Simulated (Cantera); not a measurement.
An isothermal, constant-pressure homogeneous reactor starts with NO : N₂ = 1 : 0.97 (molar parts), at 1425 K and 10.00 Torr. Integrator tolerance rtol = 1e-08.

Cantera simulation using GRI-Mech 3.0 (53 species, 325 reactions); the numbers are that mechanism's predictions, not measurements. Radical loss at walls, strong at low pressure, is not modelled.

Task: What does this change do: temperature 1425 to 2123 K?

Result: 
```csv
quantity,before,after
x(NO) at 100 s,0.505 (gas-phase equilibrium 0.000893),0.0110 (gas-phase equilibrium 0.0110)
x(N₂O) at 100 s,7.46e-5 (gas-phase equilibrium 6.31e-9),6.88e-8 (gas-phase equilibrium 6.88e-8)
x(O₂) at 100 s,0.00109 (gas-phase equilibrium 0.253),0.244 (gas-phase equilibrium 0.244)
x(N₂) at 100 s,0.493 (gas-phase equilibrium 0.746),0.738 (gas-phase equilibrium 0.738)
x(O) at 100 s,9.57e-7 (gas-phase equilibrium 6.09e-6),0.00701 (gas-phase equilibrium 0.00701)
```

Task: What does this change do: temperature 1425 to 2200 K?

Result: 
```json
[
 {"quantity": "x(NO) at 100 s", "before": "0.505 (gas-phase equilibrium 0.000893)", "after": "0.0131 (gas-phase equilibrium 0.0131)"},
 {"quantity": "x(N₂O) at 100 s", "before": "7.46e-5 (gas-phase equilibrium 6.31e-9)", "after": "8.12e-8 (gas-phase equilibrium 8.12e-8)"},
 {"quantity": "x(O₂) at 100 s", "before": "0.00109 (gas-phase equilibrium 0.253)", "after": "0.240 (gas-phase equilibrium 0.240)"},
 {"quantity": "x(N₂) at 100 s", "before": "0.493 (gas-phase equilibrium 0.746)", "after": "0.735 (gas-phase equilibrium 0.735)"},
 {"quantity": "x(O) at 100 s", "before": "9.57e-7 (gas-phase equilibrium 6.09e-6)", "after": "0.0115 (gas-phase equilibrium 0.0115)"}
]
```
